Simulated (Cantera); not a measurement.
Input (Python, Cantera) and output of one run.

```python
import numpy as np
import cantera as ct

gas_names = """
    H H2 Si SiH SiH2 SiH3 SiH4 Si2 Si3
""".split()
cond_names = """
    Si(cr) Si(L)
""".split()


def load(file, names, dense=False):
    # The tables refer to 1 bar. Condensed volumes are neglected.
    table = {s.name: s for s in ct.Species.list_from_file(file)}
    out = []
    for n in names:
        d = dict(table[n].input_data)
        d["thermo"] = dict(d["thermo"], **{"reference-pressure": 1e5})
        if dense:
            d["equation-of-state"] = {"model": "constant-volume", "density": "1e6 g/cm^3"}
        out.append(ct.Species.from_dict(d))
    return out


gas = ct.Solution(thermo="ideal-gas", species=load("nasa_gas.yaml", gas_names))
cond = {s.name: ct.Solution(thermo="fixed-stoichiometry", species=[s], name=s.name)
        for s in load("nasa_condensed.yaml", cond_names, dense=True)}
atoms = {
    'Si2H6': {'Si': 2, 'H': 6},
    'H2': {'H': 2},
}
top_T = {}  # K; cautious upper limits of use, not melting points


def equilibrate(T, P, feed):
    n = {}
    for name, mol in feed.items():
        for a, k in atoms[name].items():
            n[a] = n.get(a, 0.0) + k * mol
    gas.TPX = T, P, n
    mass = sum(n.values()) * gas.mean_molecular_weight
    gas.equilibrate("TP")
    valid = [c for c in cond.values() if c.min_temp <= T <= top_T.get(c.name, c.max_temp)]
    mix = ct.Mixture([(gas, mass / gas.mean_molecular_weight)] + [(c, 0.0) for c in valid])
    mix.T, mix.P = T, P
    mix.equilibrate("TP", solver="vcs", rtol=1e-11, max_steps=5000)
    return mix


results = []
feed = {'Si2H6': 1, 'H2': 9.7}  # mol
T = 1448.15  # K
P = 1100  # Pa
mix = equilibrate(T, P, feed)
results.append((T, P, feed, dict(zip(mix.species_names, mix.species_moles))))
x = sorted(zip(gas.X, gas.species_names), reverse=True)
print(f"T = {T:g} K  P = {P:g} Pa  gas = {mix.phase_moles(0):.4g} mol")
print("   x: " + "  ".join(f"{s} {v:.3e}" for v, s in x if v > 0.001))
print("   condensed (mol): " + ("  ".join(f"{mix.phase(i).name} {mix.phase_moles(i):.4g}"
      for i in range(1, mix.n_phases) if mix.phase_moles(i) > 1e-12) or "none"))
```

Output:

```
T = 1448.15 K  P = 1100 Pa  gas = 12.7 mol
   x: H2 9.999e-01
   condensed (mol): Si(cr) 2
```

Method: chemical equilibrium by Gibbs-energy minimisation in Cantera with the NASA 1993 tables (ideal gas, pure condensed phases). The feed counts by its element totals alone.
